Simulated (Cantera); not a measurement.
# Adiabatic ignition

An adiabatic, constant-pressure homogeneous reactor starts with 13.8 % H₂, 21.5 % O₂, 64.7 % N₂, equivalence ratio 0.32, at 1575 K and 1000000 Pa.

Computed with Cantera and GRI-Mech 3.0 (53 species, 325 reactions). The hydrogen kinetics of GRI-Mech 3.0 are dated; newer H2 mechanisms differ, most at raised pressure.

```tsv
t (s)	T (K)	x H₂	x O₂	x H	x NO	x H₂O₂	x N₂O
1.00e-6	1627	0.112	0.201	0.00891	1.44e-7	6.32e-6	3.51e-8
3.40e-6	2410	0.00219	0.150	0.00122	5.16e-5	1.14e-6	3.25e-6
1.15e-5	2481	0.000650	0.154	0.000194	8.86e-5	1.18e-6	2.84e-6
3.92e-5	2482	0.000629	0.154	0.000185	0.000176	1.20e-6	2.68e-6
0.000133	2481	0.000628	0.153	0.000185	0.000471	1.19e-6	2.68e-6
0.000452	2479	0.000623	0.153	0.000182	0.00144	1.19e-6	2.67e-6
0.00153	2474	0.000609	0.152	0.000176	0.00439	1.17e-6	2.65e-6
0.00521	2461	0.000580	0.148	0.000162	0.0109	1.13e-6	2.65e-6
0.0177	2451	0.000557	0.146	0.000152	0.0160	1.09e-6	2.68e-6
0.0601	2450	0.000555	0.146	0.000151	0.0164	1.09e-6	2.68e-6
0.204	2450	0.000555	0.146	0.000151	0.0164	1.09e-6	2.68e-6
0.694	2450	0.000555	0.146	0.000151	0.0164	1.09e-6	2.68e-6
2.36	2450	0.000555	0.146	0.000151	0.0164	1.09e-6	2.68e-6
8.00	2450	0.000555	0.146	0.000151	0.0164	1.09e-6	2.68e-6
```
x: mole fraction; the columns are a selection and need not sum to one.

```json
{
 "time_of_steepest_temperature_rise": "1.18 µs",
 "temperature at 8.00 s": "2450 K",
 "equilibrium_temperature": "2450 K",
 "x(H₂) at 8.00 s": "0.000555 (gas-phase equilibrium 0.000555)",
 "x(O₂) at 8.00 s": "0.146 (gas-phase equilibrium 0.146)",
 "x(H) at 8.00 s": "0.000151 (gas-phase equilibrium 0.000151)"
}
```
